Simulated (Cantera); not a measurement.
Input (Python, Cantera):

```python
import numpy as np
import cantera as ct

gas = ct.Solution("gri30.yaml")
gas.TPX = 1200, 33000, {'N2O': 1, 'H2O': 0.017}
inlet = ct.Reservoir(gas, clone=True)

reactor = ct.IdealGasConstPressureReactor(gas, energy="off", clone=False)
exhaust = ct.Reservoir(gas, clone=True)
tau = [2.4, 1.1, 0.55, 0.26, 0.12, 0.06, 0.029, 0.014, 0.0065][0]
for a, b in ((inlet, reactor), (reactor, exhaust)):
    ct.MassFlowController(a, b, mdot=lambda t: reactor.mass / tau)
net = ct.ReactorNet([reactor])
show = ['N2O', 'H2O', 'O', 'OH', 'NO2']

rows = []
print(f"{'tau/s':>10s}{'T/K':>9s}" + "".join(f"{s:>11s}" for s in show))
for tau in [2.4, 1.1, 0.55, 0.26, 0.12, 0.06, 0.029, 0.014, 0.0065]:
    net.initial_time = 0.0
    net.advance(30 * tau)
    before = gas.X
    net.advance(40 * tau)
    drift = np.max(np.abs(gas.X - before) / (gas.X + 1e-9))
    rows.append([gas.T, *gas[show].X, drift])
    print(f"{tau:10.3e}{gas.T:9.1f}" + "".join(f"{x:11.3e}" for x in gas[show].X))
```

Output:

```
     tau/s      T/K        N2O        H2O          O         OH        NO2
 2.400e+00   1200.0  5.653e-01  1.437e-02  1.559e-06  1.276e-05  3.889e-04
 1.100e+00   1200.0  7.301e-01  1.529e-02  1.634e-06  1.308e-05  4.200e-04
 5.500e-01   1200.0  8.364e-01  1.589e-02  1.682e-06  1.291e-05  4.134e-04
 2.600e-01   1200.0  9.073e-01  1.629e-02  1.728e-06  1.220e-05  3.628e-04
 1.200e-01   1200.0  9.465e-01  1.651e-02  1.776e-06  1.098e-05  2.736e-04
 6.000e-02   1200.0  9.645e-01  1.661e-02  1.818e-06  9.631e-06  1.829e-04
 2.900e-02   1200.0  9.741e-01  1.666e-02  1.854e-06  8.100e-06  1.007e-04
 1.400e-02   1200.0  9.788e-01  1.669e-02  1.878e-06  6.547e-06  4.523e-05
 6.500e-03   1200.0  9.812e-01  1.670e-02  1.889e-06  4.959e-06  1.517e-05
```

Cantera simulation using GRI-Mech 3.0 (53 species, 325 reactions); the numbers are that mechanism's predictions, not measurements. GRI-Mech 3.0 was tuned for natural gas; its chemistry of N2O as a main component is partial and can be far from experiment. The mechanism lacks the step 2 NO + O2 → 2 NO2, which can matter for NO2 below about 1400 K. The temperature is held fixed by assumption; the heat of reaction is taken as removed at once.
